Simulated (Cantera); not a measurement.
Input: 1 mol c-C4F8, 0.23 mol Si, 1.6 mol H2, held at 1700 K and 0.0900 Torr.

Method: chemical equilibrium by Gibbs-energy minimisation in Cantera with the NASA 1993 tables (ideal gas, pure condensed phases). Candidate condensed phases: C, C6H6, C7H8, C8H18, Si, SiC; 113 gas species. The feed counts by its element totals alone. Gases not in the tables: C2F6 and larger saturated fluorocarbons. Kinetics and transport are ignored.

Base state: HF 0.706, CF4 0.196, SiF4 0.0507, CF2 0.0239, F 0.0227, CF3 0.000747, CF 1.82e-5 (mole fractions); condensed: C(graphite).

**Question.** What changes in the equilibrium state with this change: H2 from 1.6 to 0.12 mol?

**Answer.** 
```
species             before    after
----------------  --------  -------
CF4                  0.196    0.715
HF                   0.706    0.105
SiF4                0.0507    0.101
CF2                 0.0239   0.0457
F                   0.0227   0.0314
CF3               0.000747  0.00197
CF                 1.82e-5  2.51e-5
C(graphite), mol      3.00     2.25
```
